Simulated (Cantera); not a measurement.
# Equilibrium for boron, boron nitride and boron oxide: BF3 + H2O + H2

Feed: 1 mol BF3, 13 mol H2O, 0.12 mol H2, held at 3.53 Torr.

Cantera equilibrium calculation (NASA polynomials, part measured and part estimated; ideal gas, pure solids and liquids). Candidate condensed phases: B, B2O3, B3O3H3, H2O; 43 gas species. Gases not in the tables: H3BO3. Equilibrium is a limit: real reactors are often held back by kinetics, nucleation or transport.

From 1450 K to 2200 K nothing is condensed.

```json
[
 {"T (K)": "1450", "log p H2O": "-2.45", "log p HF": "-3.09", "log p H2": "-4.43", "log p HBO2": "-3.73", "log p OH": "-6.88", "log p BOF": "-3.90", "log p O2": "-8.09", "log p H": "-7.24"},
 {"T (K)": "1525", "log p H2O": "-2.45", "log p HF": "-3.09", "log p H2": "-4.43", "log p HBO2": "-3.73", "log p OH": "-6.37", "log p BOF": "-3.91", "log p O2": "-7.21", "log p H": "-6.84"},
 {"T (K)": "1600", "log p H2O": "-2.45", "log p HF": "-3.09", "log p H2": "-4.41", "log p HBO2": "-3.72", "log p OH": "-5.92", "log p BOF": "-3.92", "log p O2": "-6.43", "log p H": "-6.47"},
 {"T (K)": "1675", "log p H2O": "-2.45", "log p HF": "-3.09", "log p H2": "-4.38", "log p HBO2": "-3.72", "log p OH": "-5.51", "log p BOF": "-3.92", "log p O2": "-5.77", "log p H": "-6.12"},
 {"T (K)": "1750", "log p H2O": "-2.45", "log p HF": "-3.09", "log p H2": "-4.29", "log p HBO2": "-3.72", "log p OH": "-5.17", "log p BOF": "-3.93", "log p O2": "-5.27", "log p H": "-5.78"},
 {"T (K)": "1825", "log p H2O": "-2.46", "log p HF": "-3.09", "log p H2": "-4.17", "log p HBO2": "-3.72", "log p OH": "-4.88", "log p BOF": "-3.94", "log p O2": "-4.91", "log p H": "-5.44"},
 {"T (K)": "1900", "log p H2O": "-2.46", "log p HF": "-3.09", "log p H2": "-4.03", "log p HBO2": "-3.72", "log p OH": "-4.63", "log p BOF": "-3.94", "log p O2": "-4.64", "log p H": "-5.12"},
 {"T (K)": "1975", "log p H2O": "-2.47", "log p HF": "-3.09", "log p H2": "-3.89", "log p HBO2": "-3.72", "log p OH": "-4.41", "log p BOF": "-3.95", "log p O2": "-4.42", "log p H": "-4.81"},
 {"T (K)": "2050", "log p H2O": "-2.49", "log p HF": "-3.10", "log p H2": "-3.75", "log p HBO2": "-3.73", "log p OH": "-4.22", "log p BOF": "-3.95", "log p O2": "-4.23", "log p H": "-4.52"},
 {"T (K)": "2125", "log p H2O": "-2.50", "log p HF": "-3.10", "log p H2": "-3.62", "log p HBO2": "-3.74", "log p OH": "-4.04", "log p BOF": "-3.96", "log p O2": "-4.08", "log p H": "-4.25"},
 {"T (K)": "2200", "log p H2O": "-2.53", "log p HF": "-3.11", "log p H2": "-3.50", "log p HBO2": "-3.76", "log p OH": "-3.88", "log p BOF": "-3.97", "log p O2": "-3.94", "log p H": "-4.00"}
]
```
log p: log10 of the partial pressure in bar; nothing condenses.
